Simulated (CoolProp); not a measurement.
Model: reference Helmholtz-energy equation of state, Lemmon 2006, in CoolProp. It is a short technical equation, of lower accuracy than the large ones.

Problem. For CH3F (R41), give the phase and the cp (kJ/(kg K)), isothermal compressibility (1/MPa) at 206.7 K and 22.6 MPa.

Solution. 
- 206.7 K and 22.6 MPa: liquid; cp 2.00, isothermal compressibility 0.00134
